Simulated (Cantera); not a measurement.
Input (Python, Cantera):

```python
import numpy as np
import cantera as ct

gas = ct.Solution("gri30.yaml")
gas.TPX = 1675, 16, {'C2H6': 1, 'N2': 2}
reactor = ct.IdealGasConstPressureReactor(gas, energy="off", clone=False)
net = ct.ReactorNet([reactor])
net.rtol, net.atol = 1e-08, 1e-18
show = ['C2H6', 'C2H2', 'H', 'C2H', 'H2']
times = np.geomspace(0.0001, 2, 15)

steps = ct.SolutionArray(gas, extra=["t"])
rows = []
print(f"{'t/s':>10s}{'T/K':>9s}{'P/Pa':>11s}" + "".join(f"{s:>11s}" for s in show))
for t in times:
    while net.time < t:
        t_next = net.step()
        steps.append(gas.state, t=t_next)
    rows.append([np.interp(t, steps.t, y) for y in (steps.T, steps.P, *steps(*show).X.T)])
    print(f"{t:10.3e}{rows[-1][0]:9.1f}{rows[-1][1]:11.4g}" + "".join(f"{x:11.3e}" for x in rows[-1][2:]))
rate = np.gradient(steps.T, steps.t)
print("integrator steps:", len(steps.t))
if steps.T.max() > steps.T[0] + 200:
    print(f"time of steepest temperature rise: {steps.t[rate.argmax()]:.4e} s")
gas.TPX = 1675, 16, {'C2H6': 1, 'N2': 2}
gas.equilibrate("TP")
print(f"equilibrium (TP): T = {gas.T:.1f} K  " + "  ".join(f"{s} {gas[s].X[0]:.3e}" for s in show))
```

Result:

```
       t/s      T/K       P/Pa       C2H6       C2H2          H        C2H         H2
 1.000e-04   1675.0         16  3.324e-01  4.590e-13  4.007e-07  4.527e-22  1.208e-07
 2.029e-04   1675.0         16  3.315e-01  6.886e-12  1.058e-06  3.293e-20  5.562e-07
 4.116e-04   1675.0         16  3.296e-01  1.112e-10  4.223e-06  3.878e-18  3.600e-06
 8.349e-04   1675.0         16  3.257e-01  2.002e-09  2.099e-05  6.680e-16  3.259e-05
 1.694e-03   1675.0         16  3.174e-01  4.800e-08  1.026e-04  1.587e-13  3.194e-04
 3.436e-03   1675.0         16  2.983e-01  2.063e-06  4.162e-04  6.508e-11  2.769e-03
 6.971e-03   1675.0         16  2.510e-01  9.875e-05  1.054e-03  1.158e-08  1.604e-02
 1.414e-02   1675.0         16  1.549e-01  2.241e-03  1.994e-03  3.492e-07  5.405e-02
 2.869e-02   1675.0         16  4.220e-02  2.145e-02  3.670e-03  3.219e-06  1.177e-01
 5.820e-02   1675.0         16  2.223e-03  7.874e-02  4.013e-03  7.993e-06  1.954e-01
 1.181e-01   1675.0         16  1.470e-04  1.241e-01  2.204e-03  5.433e-06  2.491e-01
 2.395e-01   1675.0         16  5.180e-05  1.486e-01  1.269e-03  3.347e-06  2.785e-01
 4.860e-01   1675.0         16  2.461e-05  1.632e-01  8.365e-04  2.271e-06  2.972e-01
 9.859e-01   1675.0         16  1.349e-05  1.719e-01  6.288e-04  1.722e-06  3.104e-01
 2.000e+00   1675.0         16  8.419e-06  1.769e-01  5.336e-04  1.454e-06  3.210e-01
integrator steps: 956
equilibrium (TP): T = 1675.0 K  C2H6 8.557e-14  C2H2 1.381e-01  H 5.817e-03  C2H 1.003e-05  H2 3.959e-01
```

Cantera simulation using GRI-Mech 3.0 (53 species, 325 reactions); the numbers are that mechanism's predictions, not measurements. GRI-Mech 3.0 stops at C3 and has no aromatics, soot or wall deposition, so with more carbon than oxygen in the feed, carbon stays in small species such as C2H2 where larger ones or solid carbon would form. Radical loss at walls, strong at low pressure, is not modelled.
